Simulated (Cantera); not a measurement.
A closed system holds: 1 mol Fe(CO)5, 12 mol N2, equilibrated at 925 K and 1.00 bar.

Cantera equilibrium calculation (NASA polynomials, part measured and part estimated; ideal gas, pure solids and liquids). Candidate condensed phases: C, Fe, Fe(CO)5, FeO, Fe2O3, Fe3O4; 27 gas species. The tables' stoichiometric FeO is somewhat more stable than real wüstite, so its field is too wide. FeO: taken at fixed stoichiometry. Rates play no part.

Base state: N2 0.796, CO 0.143, CO2 0.0613 (mole fractions); condensed: C(graphite) + FeO(s).

Q: What changes in the equilibrium state with this change: temperature from 925 K to 1575 K?

A: 
| species | before | after |
|---|---|---|
| N2 | 0.796 | 0.706 |
| CO | 0.143 | 0.294 |
| CO2 | 0.0613 | 3.06e-5 |
| C(graphite), mol | 1.92 | 0.000520 |
| FeO(s), mol | 1.00 | 0 |
| Fe(γ), mol | 0 | 1.000 |
Iron dissolves carbon and melts from about 1420 K in contact with it, which pure phases cannot show. Condensed phases not in the tables: cementite and carbon dissolved in iron.

Q: What changes in the equilibrium state with this change: N2 from 12 to 58 mol?

A: 
```tsv
species	before	after
N2	0.796	0.930
CO	0.143	0.0592
CO2	0.0613	0.0105
C(graphite), mol	1.92	0.656
FeO(s), mol	1.00	0
Fe(α), mol	0	1.00
```
Condensed phases not in the tables: cementite and carbon dissolved in iron.

Q: What changes in the equilibrium state with this change: N2 from 12 to 0.1 mol?

A: 
```json
[
 {"species": "CO2", "before": "0.0613", "after": "0.539"},
 {"species": "CO", "before": "0.143", "after": "0.423"},
 {"species": "N2", "before": "0.796", "after": "0.0375"},
 {"species": "C(graphite), mol", "before": "1.92", "after": "2.44"},
 {"species": "FeO(s), mol", "before": "1.00", "after": "1.00"}
]
```
